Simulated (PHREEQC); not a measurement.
Solution (20 °C): 0.0012 mol/kgw CuSO4, 0.05 mol/kgw H2SO4 and 0.0011 mol/kgw Na2SO4. Closed to the air; pH follows from the charge balance.

Computed with PHREEQC (ion-association model, wateq4f.dat).

Task: The ionic strength comes out as 0.0838 mol/kgw. What activity coefficients do Na+, NaSO4-, H+, Cu+2, HSO4- get?

Result: Na+ 0.79, NaSO4- 0.80, H+ 0.83, Cu+2 0.42, HSO4- 0.79.

No solid was allowed to form.
